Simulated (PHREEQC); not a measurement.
Dissolve 3.5 mmol/kgw KH2PO4 and 0.28 mmol/kgw Na2HPO4 at 30 °C. Closed to the air; pH follows from the charge balance.

Computed with PHREEQC (ion-association model, phreeqc.dat).

pH: 6.01
ionic strength: 0.00434 mol/kgw
specific conductance: 451 µS/cm
total alkalinity: 0.280 meq/kg

```tsv
species	molality	activity	log γ
K+	0.00350	0.00325	-0.031
H2PO4-	0.00350	0.00326	-0.030
Na+	0.000560	0.000522	-0.031
HPO4-2	0.000280	0.000211	-0.122
KHPO4-	1.44e-6	1.34e-6	-0.030
H+	1.05e-6	9.86e-7	-0.028
H3PO4	5.01e-7	5.02e-7	0.000
NaHPO4-	2.30e-7	2.15e-7	-0.030
```

Precipitation was switched off in this run. Species that the database lacks are ignored.
